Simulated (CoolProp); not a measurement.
A single-stage vapour-compression cycle with cis-2-butene: evaporating at 255.15 K (dew point), condensing at 277.15 K (bubble point), superheat 5 K, subcooling 5 K, compressor efficiency 0.7, no pressure losses. Each further row changes one setting.

Computed with CoolProp (reference Helmholtz-energy equation of state, Lemmon 2005). It is a short technical equation, of lower accuracy than the large ones.

| case | cooling COP | pressure ratio | discharge temperature (K) | refrigerating effect (kJ/kg) | volumetric capacity (kJ/m³) |
|---|---|---|---|---|---|
| as stated | 7.78 | 2.51 | 299.5 | 405 | 437 |
| evaporating temperature 260.15 K | 10.4 | 2.01 | 295.1 | 411 | 547 |
| condensing temperature 272.15 K | (withheld) | (withheld) | 291.2 | 416 | 449 |
| subcooling 10 K | 7.98 | 2.51 | 299.5 | 416 | 449 |
| superheat 15 K | 7.72 | 2.51 | 309.9 | (withheld) | 434 |
| compressor efficiency 0.6 | 6.67 | 2.51 | 305.3 | 405 | 437 |

### Question
What belongs in the gaps?

### Answer

- condensing temperature 272.15 K, cooling COP: 10.2
- condensing temperature 272.15 K, pressure ratio: 2.07
- superheat 15 K, refrigerating effect (kJ/kg): 419
